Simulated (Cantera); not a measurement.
A perfectly stirred reactor is fed with 9.51 % CH₄, 19.0 % O₂, 71.5 % N₂, at 500000 Pa; it is adiabatic with a 600 K inlet, and is followed from long to short residence time, starting on the burning branch (τ in s: 0.26, 0.076, 0.022, 0.0063, 0.0018, 0.00052, 0.00015, 4.3e-05, 1.2e-05, 3.6e-06).

Detailed kinetics in Cantera: GRI-Mech 3.0 (53 species, 325 reactions).

x: mole fraction; the columns are a selection and need not sum to one.

```json
[
 {"τ (s)": "0.26", "T (K)": "2416", "x CH₄": "2.70e-7", "x O₂": "0.00554", "x O": "0.000319", "x CH₂CO": "1.42e-10", "x N₂O": "3.59e-7"},
 {"τ (s)": "0.076", "T (K)": "2416", "x CH₄": "9.04e-7", "x O₂": "0.00571", "x O": "0.000328", "x CH₂CO": "4.85e-10", "x N₂O": "3.66e-7"},
 {"τ (s)": "0.022", "T (K)": "2413", "x CH₄": "2.96e-6", "x O₂": "0.00614", "x O": "[?]", "x CH₂CO": "1.68e-9", "x N₂O": "3.79e-7"},
 {"τ (s)": "0.0063", "T (K)": "2404", "x CH₄": "9.16e-6", "x O₂": "0.00706", "x O": "[?]", "x CH₂CO": "6.10e-9", "x N₂O": "4.00e-7"},
 {"τ (s)": "0.0018", "T (K)": "2378", "x CH₄": "2.58e-5", "x O₂": "0.00877", "x O": "[?]", "x CH₂CO": "2.30e-8", "x N₂O": "4.26e-7"},
 {"τ (s)": "0.00052", "T (K)": "2328", "x CH₄": "6.65e-5", "x O₂": "0.0116", "x O": "[?]", "x CH₂CO": "8.35e-8", "x N₂O": "4.45e-7"},
 {"τ (s)": "0.00015", "T (K)": "2251", "x CH₄": "0.000172", "x O₂": "0.0158", "x O": "[?]", "x CH₂CO": "2.94e-7", "x N₂O": "4.36e-7"},
 {"τ (s)": "4.3e-5", "T (K)": "2145", "x CH₄": "0.000513", "x O₂": "0.0222", "x O": "[?]", "x CH₂CO": "1.26e-6", "x N₂O": "3.97e-7"},
 {"τ (s)": "1.2e-5", "T (K)": "600", "x CH₄": "0.0951", "x O₂": "0.190", "x O": "<1e-12", "x CH₂CO": "<1e-12", "x N₂O": "<1e-12"},
 {"τ (s)": "3.6e-6", "T (K)": "600", "x CH₄": "0.0951", "x O₂": "0.190", "x O": "<1e-12", "x CH₂CO": "<1e-12", "x N₂O": "<1e-12"}
]
```

Question: Some entries are withheld; supply them.

Answer: 
- 0.022, x O: 0.000355
- 0.0063, x O: 0.000424
- 0.0018, x O: 0.000589
- 0.00052, x O: 0.000942
- 0.00015, x O: 0.00156
- 4.3e-5, x O: 0.00227
